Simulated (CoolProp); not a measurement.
A Linde-Hampson liquefier for carbon monoxide: isothermal reversible compression at 200 K from 1 atm to 25 MPa, throttling to 1 atm, return gas leaving the recuperator 2 K below the feed. Each further row changes one setting.

Values from CoolProp's reference Helmholtz-energy equation of state, Lemmon 2006. It is a short technical equation, of lower accuracy than the large ones.

| case | liquid yield per pass | compression work (kJ/kg of gas) |
|---|---|---|
| as stated | 0.269 | 305 |
| high pressure 50 MPa | 0.264 | 353 |
| warm-end temperature 230 K | 0.192 | 363 |
| warm-end gap 7 K | 0.258 | 305 |
